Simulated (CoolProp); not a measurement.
c-C4F8 (RC318) at several states: fugacity coefficient from the reference equation and from simpler models built on Tc = 388.4 K, pc = 27.78 bar, ω = 0.355; each cubic takes its own stable root.

The numbers come from the reference Helmholtz-energy equation of state, Platzer 1990 in CoolProp. This equation is an older, rougher fit; its heat capacities, sound speeds and derivatives of the liquid may be far off and weren't checked against measurements.

```tsv
T (K)	p (bar)	phase	reference	van der Waals	Redlich-Kwong	Soave-Redlich-Kwong	Peng-Robinson
413.6	9.73	gas	0.9088	0.9115	0.9026	0.9070	0.8959
475.5	7.63	gas	0.9572	0.9511	0.9495	0.9580	0.9501
367.5	6.27	gas	0.9107	0.9238	0.9111	0.9081	0.8999
266.6	18.9	liquid	0.05547	0.2627	0.1121	0.05580	0.05512
322.5	2.14	gas	0.9526	0.9645	0.9558	0.9515	0.9482
```
